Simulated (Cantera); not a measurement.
Adiabatic ignition

An adiabatic, constant-pressure homogeneous reactor starts with 3.54 % C3H8, 19.9 % O2, 74.8 % N2, 1.77 % H2O, equivalence ratio 0.89, at 1725 K and 0.210 bar.

Computed with Cantera and GRI-Mech 3.0 (53 species, 325 reactions). GRI-Mech 3.0 was tuned for natural gas; its chemistry of propane as a main component is partial and can be far from experiment.

| t (s) | T (K) | x C3H8 | x O2 | x H2O | x C2H2 | x NO2 |
|---|---|---|---|---|---|---|
| 2.00e-6 | 1717 | 0.0344 | 0.199 | 0.0177 | 3.74e-8 | <1e-12 |
| 4.43e-6 | 1707 | 0.0329 | 0.198 | 0.0178 | 7.55e-7 | <1e-12 |
| 9.80e-6 | 1690 | 0.0292 | 0.196 | 0.0185 | 1.23e-5 | <1e-12 |
| 2.17e-5 | 1679 | 0.0202 | 0.190 | 0.0220 | 0.000152 | 8.86e-12 |
| 4.80e-5 | 1852 | 0.00149 | 0.152 | 0.0463 | 0.00295 | 5.40e-10 |
| 0.000106 | 2403 | <1e-12 | 0.0483 | 0.0992 | <1e-12 | 2.48e-9 |
| 0.000235 | 2429 | <1e-12 | 0.0450 | 0.0972 | <1e-12 | 7.10e-9 |
| 0.000521 | 2470 | <1e-12 | 0.0444 | 0.0993 | <1e-12 | 2.18e-8 |
| 0.00115 | 2539 | <1e-12 | 0.0432 | 0.103 | <1e-12 | 7.64e-8 |
| 0.00255 | 2623 | <1e-12 | 0.0413 | 0.108 | <1e-12 | 2.93e-7 |
| 0.00565 | 2664 | <1e-12 | 0.0393 | 0.110 | <1e-12 | 8.31e-7 |
| 0.0125 | 2664 | <1e-12 | 0.0376 | 0.111 | <1e-12 | 1.43e-6 |
| 0.0277 | 2663 | <1e-12 | 0.0369 | 0.111 | <1e-12 | 1.68e-6 |
| 0.0612 | 2663 | <1e-12 | 0.0368 | 0.111 | <1e-12 | 1.70e-6 |
| 0.136 | 2663 | <1e-12 | 0.0368 | 0.111 | <1e-12 | 1.70e-6 |
| 0.300 | 2663 | <1e-12 | 0.0368 | 0.111 | <1e-12 | 1.70e-6 |
x: mole fraction; the columns are a selection and need not sum to one.

```
Item                                                               Value
---------------------------------  -------------------------------------
time of steepest temperature rise                                64.2 µs
temperature at 0.300 s                                            2663 K
equilibrium temperature                                           2663 K
x(C3H8) at 0.300 s                 <1e-12 (gas-phase equilibrium <1e-12)
x(O2) at 0.300 s                   0.0368 (gas-phase equilibrium 0.0368)
x(H2O) at 0.300 s                    0.111 (gas-phase equilibrium 0.111)
```
